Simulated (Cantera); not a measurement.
Charge: 1 mol TEOS, 0.64 mol H₂O, 7.5 mol N₂, held at 1225 K and 5.70 Pa.

Cantera equilibrium calculation (NASA polynomials, part measured and part estimated; ideal gas, pure solids and liquids). Candidate condensed phases: C, C₆H₆, C₇H₈, C₈H₁₈, H₂O, Si, SiC, SiO₂, Si₂N₂O, Si₃N₄; 151 gas species. The feed counts by its element totals alone. N₂ is the only nitrogen source here; it is nearly inert below about 1500 K, so the nitride shown seldom forms there in practice. The numbers say what is thermodynamically allowed, not how fast it happens.

Base state: H₂ 0.488, N₂ 0.321, CO 0.190, HCN 3.87e-5, H 2.89e-5, SiO 2.50e-5 (mole fractions); condensed: C(graphite) + Si₂N₂O(s).

**Question.** What changes in the equilibrium state with this change: temperature from 1225 K to 1848 K?

**Answer.** 
```tsv
species	before	after
H₂	0.488	0.430
N₂	0.321	0.319
CO	0.190	0.197
H	2.89e-5	0.0461
Si	<1e-9	0.00328
SiC₂	<1e-9	6.28e-5
Si₂C	<1e-9	4.47e-5
C(graphite), mol	3.86	2.42
Si₂N₂O(s), mol	0.500	0
SiC(s), mol	0	0.890
```

**Question.** What changes in the equilibrium state with this change: temperature from 1225 K to 1748.15 K?

**Answer.** 
```json
[
 {"species": "H₂", "before": "0.488", "after": "0.451"},
 {"species": "N₂", "before": "0.321", "after": "0.325"},
 {"species": "CO", "before": "0.190", "after": "0.201"},
 {"species": "H", "before": "2.89e-5", "after": "0.0203"},
 {"species": "SiO", "before": "2.50e-5", "after": "0.000955"},
 {"species": "Si", "before": "<1e-9", "after": "0.000483"},
 {"species": "C₂H₂ (acetylene)", "before": "7.93e-8", "after": "5.10e-5"},
 {"species": "HNC", "before": "2.19e-7", "after": "6.10e-5"},
 {"species": "C(graphite), mol", "before": "3.86", "after": "2.37"},
 {"species": "Si₂N₂O(s), mol", "before": "0.500", "after": "0"},
 {"species": "SiC(s), mol", "before": "0", "after": "0.966"}
]
```

**Question.** What changes in the equilibrium state with this change: temperature from 1225 K to 850 K?

**Answer.** 
| species | before | after |
|---|---|---|
| H₂ | 0.488 | 0.512 |
| N₂ | 0.321 | 0.361 |
| CO | 0.190 | 0.127 |
| SiO | 2.50e-5 | <1e-9 |
| H | 2.89e-5 | 1.94e-9 |
| CO₂ | 2.76e-8 | 1.98e-5 |
| HCN | 3.87e-5 | 1.31e-7 |
| H₂O | 1.04e-7 | 2.61e-5 |
| C(graphite), mol | 3.86 | 5.36 |
| Si₂N₂O(s), mol | 0.500 | 0 |
| SiO₂(β-quartz), mol | 0 | 1.00 |
